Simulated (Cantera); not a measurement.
## Ignition delay

Mixture: 14.4 % CH₄, 16.0 % O₂, 60.3 % N₂, 9.24 % CO₂, at 2.10 bar, adiabatic and at constant pressure. Ignition delay is the time to a rise of 400 K.

Cantera simulation using GRI-Mech 3.0 (53 species, 325 reactions); the numbers are that mechanism's predictions, not measurements.

| T0 (K) | delay (ms) |
|---|---|
| 1150 | 76.8 |
| 1225 | 27.4 |
| 1300 | 10.5 |
| 1375 | 4.22 |
| 1450 | 1.79 |

- apparent activation energy between 1300 and 1450 K: 180 kJ/mol
